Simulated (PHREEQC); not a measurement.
Make-up at 25 °C: 5.7 mmol/kgw HF, 0.19 mmol/kgw H2SiF6, 4.4 mmol/kgw H3PO4 and 1.2 mmol/kgw HCl. Closed to the air; pH follows from the charge balance.

The numbers come from PHREEQC with the ion-association model, wateq4f.dat.

```
Item                       Result
----------------  ---------------
pH                           2.33
ionic strength    0.00521 mol/kgw
total alkalinity     -12.4 meq/kg
```

```json
[
 {"species": "H+", "molality": "0.00502", "activity": "0.00468", "log γ": "-0.030"},
 {"species": "HF", "molality": "0.00482", "activity": "0.00483", "log γ": "0.001"},
 {"species": "H2PO4-", "molality": "0.00268", "activity": "0.00249", "log γ": "-0.033"},
 {"species": "H3PO4", "molality": "0.00171", "activity": "0.00172", "log γ": "0.001"},
 {"species": "Cl-", "molality": "0.00120", "activity": "0.00111", "log γ": "-0.034"},
 {"species": "F-", "molality": "0.000743", "activity": "0.000687", "log γ": "-0.034"},
 {"species": "SiF6-2", "molality": "0.000188", "activity": "0.000139", "log γ": "-0.132"},
 {"species": "H2F2", "molality": "6.06e-5", "activity": "6.07e-5", "log γ": "0.001"},
 {"species": "HF2-", "molality": "1.38e-5", "activity": "1.27e-5", "log γ": "-0.034"},
 {"species": "H4SiO4", "molality": "1.81e-6", "activity": "1.81e-6", "log γ": "0.001"},
 {"species": "HPO4-2", "molality": "4.47e-8", "activity": "3.31e-8", "log γ": "-0.132"}
]
```

No solid was allowed to form. Species that the database lacks are ignored. H3PO4, which wateq4f.dat lacks, is added to it with the constant of phreeqc.dat. SiF6-2 is the database's only silicon fluoride.
